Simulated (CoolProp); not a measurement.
Vapour-liquid equilibrium of hydrogen chloride (1) + propane (2) at 183.8 K; x and y are mole fractions of (1).

Model: multi-fluid Helmholtz-energy mixture model, Thol 2018 and Lemmon 2009; pair parameters Bell 2016, in CoolProp.

```
x      bubble pressure, mixture model (bar)  bubble pressure, Raoult's law (bar)  y, mixture model  y, Raoult's law
-----  ------------------------------------  -----------------------------------  ----------------  ---------------
0.05                                 0.2182                               0.1036             0.702            0.379
0.125                                0.3969                               0.1574             0.845            0.624
0.2                                  0.5232                               0.2112             0.889            0.744
0.275                                0.6060                               0.2651             0.908            0.815
0.35                                 0.6561                               0.3189             0.918            0.862
0.425                                0.6840                               0.3727             0.924            0.896
0.5                                  0.6982                               0.4266             0.927            0.921
0.575                                0.7057                               0.4804             0.929            0.940
0.65                                 0.7115                               0.5342             0.930            0.956
0.725                                0.7192                               0.5881             0.933            0.968
0.8                                  0.7313                               0.6419             0.939            0.979
0.875                                0.7488                               0.6957             0.951            0.988
0.95                                 0.7706                               0.7496             0.974            0.995
```

The largest gap from Raoult's law is +152.2 % in bubble pressure, at x = 0.125. No azeotrope shows between x = 0.05 and 0.95.

The pair parameters rest on a limited set of measurements; away from them the model extrapolates. With so large a gap from Raoult's law the liquid may split in two, which this calculation doesn't test in full.
